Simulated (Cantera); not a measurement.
Feed: 1 mol PbO, 0.3 mol O₂, 1.5 mol N₂, held at 0.0100 bar.

Cantera equilibrium calculation (NASA polynomials, part measured and part estimated; ideal gas, pure solids and liquids). Candidate condensed phases: Pb, PbO, PbO₂, Pb₃O₄; 12 gas species. Gases not in the tables: (PbO)n polymers. Kinetics and transport are ignored.

x: gas mole fraction; n: condensed amount in mol.

| T (°C) | x N₂ | x PbO | x O₂ | x Pb | x NO | x O | x Pb₂ | n Pb₃O₄(s) | n PbO(red) | n PbO(yellow) | n PbO(l) |
|---|---|---|---|---|---|---|---|---|---|---|---|
| 177 | 0.918 | <1e-12 | 0.0816 | <1e-12 | ? | <1e-12 | <1e-12 | 0.333 | 0 | 0 | 0 |
| 277 | 0.833 | <1e-12 | 0.167 | <1e-12 | ? | <1e-12 | <1e-12 | 0 | 1.00 | 0 | 0 |
| 377 | 0.833 | <1e-12 | 0.167 | <1e-12 | ? | <1e-12 | <1e-12 | 0 | 1.00 | 0 | 0 |
| 477 | 0.833 | 4.19e-10 | 0.167 | <1e-12 | ? | <1e-12 | <1e-12 | 0 | 1.00 | 0 | 0 |
| 577 | 0.833 | 8.33e-8 | 0.167 | 4.46e-12 | ? | 3.03e-12 | <1e-12 | 0 | 0 | 1.00 | 0 |
| 677 | 0.833 | 5.28e-6 | 0.167 | 1.84e-9 | ? | 1.30e-10 | <1e-12 | 0 | 0 | 1.000 | 0 |
| 777 | 0.833 | 0.000148 | 0.167 | 2.35e-7 | ? | 2.73e-9 | <1e-12 | 0 | 0 | 1.000 | 0 |
| 877 | 0.831 | 0.00228 | 0.166 | 1.27e-5 | ? | 3.39e-8 | <1e-12 | 0 | 0 | 0.996 | 0 |
| 977 | 0.818 | 0.0183 | 0.164 | 0.000295 | ? | 2.80e-7 | 3.95e-11 | 0 | 0 | 0 | 0.966 |
| 1077 | 0.741 | 0.104 | 0.150 | 0.00430 | ? | 1.64e-6 | 5.43e-9 | 0 | 0 | 0 | 0.781 |
| 1177 | 0.527 | 0.319 | 0.121 | 0.0320 | ? | 6.99e-6 | 2.07e-7 | 0 | 0 | 0 | 0 |
| 1277 | 0.520 | 0.292 | 0.131 | 0.0553 | ? | 2.84e-5 | 4.45e-7 | 0 | 0 | 0 | 0 |

Task: Some entries are withheld; supply them.

Result: 
- 177, x NO: 3.10e-11
- 277, x NO: 3.57e-9
- 377, x NO: 7.71e-8
- 477, x NO: 7.35e-7
- 577, x NO: 4.12e-6
- 677, x NO: 1.61e-5
- 777, x NO: 4.84e-5
- 877, x NO: 0.000120
- 977, x NO: 0.000254
- 1077, x NO: 0.000444
- 1177, x NO: 0.000590
- 1277, x NO: 0.000996
